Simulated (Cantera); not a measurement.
Thermodynamics of calcination and drying, feed Mg(OH)₂ + C + O₂

Charge: 1 mol Mg(OH)₂, 0.29 mol C, 0.05 mol O₂, equilibrated at 67.0 mbar.

Method: chemical equilibrium by Gibbs-energy minimisation in Cantera with the NASA 1993 tables (ideal gas, pure condensed phases). Candidate condensed phases: C, C₆H₆, C₇H₈, C₈H₁₈, H₂O, Mg, MgCO₃, MgO, Mg(OH)₂; 116 gas species. The numbers say what is thermodynamically allowed, not how fast it happens.

```
T (K)  log p H₂O  log p H₂  log p CO₂  log p CO  log p CH₄  log p H  log p C₂H₆  log p HCOOH  n MgO(s)
-----  ---------  --------  ---------  --------  ---------  -------  ----------  -----------  --------
698        -1.51     -1.69      -1.87     -3.03      -2.97     <-13       -9.64        -9.89      1.00
748        -1.53     -1.65      -1.88     -2.78      -3.68     <-13      -10.74        -9.80      1.00
798        -1.53     -1.65      -1.89     -2.64      -4.52   -12.40      -12.09        -9.77      1.00
848        -1.52     -1.66      -1.91     -2.54      -5.31   -11.55        <-13        -9.77      1.00
898        -1.52     -1.67      -1.94     -2.46      -6.04   -10.80        <-13        -9.76      1.00
948        -1.51     -1.68      -1.96     -2.39      -6.70   -10.12        <-13        -9.77      1.00
998        -1.50     -1.69      -1.98     -2.33      -7.31    -9.51        <-13        -9.77      1.00
1048       -1.49     -1.70      -2.00     -2.29      -7.87    -8.96        <-13        -9.78      1.00
1098       -1.49     -1.71      -2.03     -2.25      -8.38    -8.46        <-13        -9.78      1.00
```
log p: log10 of the partial pressure in bar; n: condensed amount in mol.

From 698 K to 1098 K the condensed part is MgO(s).
